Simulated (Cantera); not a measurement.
Cantera run:

```python
import numpy as np
import cantera as ct

gas_names = """
    C CN CO CO2 C2 CCN CNC C2N2 C2O C3 C3O2 C4 C4N2 C5 N NCO NO NO2 NO3 N2 N2O O O2 O3
""".split()
cond_names = """
    C(gr)
""".split()


# ... load() reads the species with a 1 bar reference pressure and builds the phases ...
atoms = {
    'CO': {'C': 1, 'O': 1},
    'CO2': {'C': 1, 'O': 2},
    'N2': {'N': 2},
}
top_T = {'C(gr)': 4500}  # K; cautious upper limits of use, not melting points


# ... equilibrate(T, P, feed) seeds the gas with the atoms and calls Mixture.equilibrate('TP', solver="vcs", rtol=1e-11, max_steps=5000) ...
results = []
feed = {'CO': 1, 'CO2': 5.5, 'N2': 0.23}  # mol
P = 5800  # Pa
for T in [623, 698, 773, 848, 923, 998, 1073, 1148, 1223, 1298, 1373, 1448, 1523, 1598]:
    mix = equilibrate(T, P, feed)
    results.append((T, P, feed, dict(zip(mix.species_names, mix.species_moles))))

top = {s: max(r[3][s] / sum(r[3][g] for g in gas_names) for r in results) for s in gas_names}
cols = sorted((s for s in top if top[s] > 1e-05), key=lambda s: -top[s])[:8]
seen = [c for c in cond_names if any(r[3].get(c, 0) > 1e-12 for r in results)]
print("log10 of partial pressures in bar; condensed amounts in mol")
print(f"{'T/K':>10s}" + "".join(f"{s[:9]:>10s}" for s in cols + seen))
for T, P, feed, n in results:
    ng = sum(n[g] for g in gas_names)
    print(f"{T:10.4g}" + "".join(f"{np.log10(max(n[s] / ng * P / 1e5, 1e-99)):10.3f}" for s in cols)
          + "".join(f"{n.get(c, 0):10.4g}" for c in seen))
```

Result:

```
log10 of partial pressures in bar; condensed amounts in mol
       T/K       CO2        CO        N2     C(gr)
       623    -1.257    -3.230    -2.672    0.4682
       698    -1.280    -2.461    -2.682    0.3086
       773    -1.324    -2.065    -2.703         0
       848    -1.324    -2.065    -2.703         0
       923    -1.324    -2.065    -2.703         0
       998    -1.324    -2.065    -2.703         0
      1073    -1.324    -2.065    -2.703         0
      1148    -1.324    -2.065    -2.703         0
      1223    -1.324    -2.065    -2.703         0
      1298    -1.324    -2.065    -2.703         0
      1373    -1.324    -2.065    -2.703         0
      1448    -1.324    -2.065    -2.703         0
      1523    -1.324    -2.065    -2.703         0
      1598    -1.324    -2.065    -2.703         0
```

Method: chemical equilibrium by Gibbs-energy minimisation in Cantera with the NASA 1993 tables (ideal gas, pure condensed phases).
